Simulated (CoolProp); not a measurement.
The numbers come from the reference Helmholtz-energy equation of state, Akasaka 2019 in CoolProp.

Question: For R1234ze(Z), give the phase and the cp (kJ/(kg K)) at 355.7 K and 72.8 kPa; 429.8 K and 258 kPa; 367.8 K and 274 kPa.

Answer: 
- 355.7 K and 72.8 kPa: gas; cp 0.941
- 429.8 K and 258 kPa: gas; cp 1.07
- 367.8 K and 274 kPa: gas; cp 0.991
